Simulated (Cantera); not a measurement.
Feed: 1 mol CH₄, 0.11 mol H₂O, at 66.0 bar.

Method: chemical equilibrium by Gibbs-energy minimisation in Cantera with the NASA 1993 tables (ideal gas, pure condensed phases). Candidate condensed phases: C, C₆H₆, C₇H₈, C₈H₁₈, H₂O; 110 gas species. The ideal-gas law is rough above about 30 bar. Kinetics and transport are ignored. All values below are at 1075 K.

Base state: CH₄ 0.510, H₂ 0.414, H₂O 0.0566, CO 0.0164, CO₂ 0.00241, C₂H₆ 0.000205 (mole fractions); condensed: C(graphite).

Problem. What changes in the equilibrium state with this change: H₂O from 0.11 to 2.1 mol?

Solution. 
```
species             before    after
----------------  --------  -------
H₂O                 0.0566    0.380
H₂                   0.414    0.364
CH₄                  0.510    0.153
CO₂                0.00241   0.0545
CO                  0.0164   0.0486
C₂H₆              0.000205  2.10e-5
C(graphite), mol     0.251        0
```

Problem. What changes in the equilibrium state with this change: pressure from 66.0 bar to 0.0100 bar?

Solution. 
```csv
species,before,after
H₂,0.414,0.950
CO,0.0164,0.0495
CH₄,0.510,0.000407
H₂O,0.0566,5.94e-5
C₂H₆,0.000205,<1e-9
CO₂,0.00241,3.33e-6
"C(graphite), mol",0.251,0.889
```
